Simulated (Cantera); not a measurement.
A closed system holds: 1 mol Si3N4, 0.85 mol O2, held at 1200 K and 0.000560 bar.

These are equilibrium values from Cantera (NASA tables, ideal gas, pure condensed phases), not measurements of a reactor. Candidate condensed phases: Si, SiO2, Si2N2O, Si3N4; 16 gas species. Mutual solubility and eutectic melting of coexisting phases are not modelled. The tables hold silica as quartz up to 1696 K and as liquid above; real silica turns to tridymite and cristobalite and melts near 1996 K. The numbers say what is thermodynamically allowed, not how fast it happens.

Task: What is the equilibrium state?

Result: 
```json
{
 "x(N2)": "1.000",
 "x(SiO)": "1.96e-6",
 "n(SiO2(β-quartz))": "0.133 mol",
 "n(Si2N2O(s))": "1.43 mol",
 "gas_amount": "0.5667 mol",
 "log10 activity of Si(s) (absent)": "-5.38"
}
```
